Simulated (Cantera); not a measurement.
A closed system holds: 1 mol CF4, 2.5 mol F2, equilibrated at 10.0 Torr.

These are equilibrium values from Cantera (NASA tables, ideal gas, pure condensed phases), not measurements of a reactor. Candidate condensed phases: C; 13 gas species. Gases not in the tables: C2F6 and larger saturated fluorocarbons. Rates play no part.

**Question.** At 948 K, list the 3 most abundant gas species with their mole fractions, and the condensed phases.

**Answer.** F2 0.435, F 0.326, CF4 0.239. Condensed: gas only.
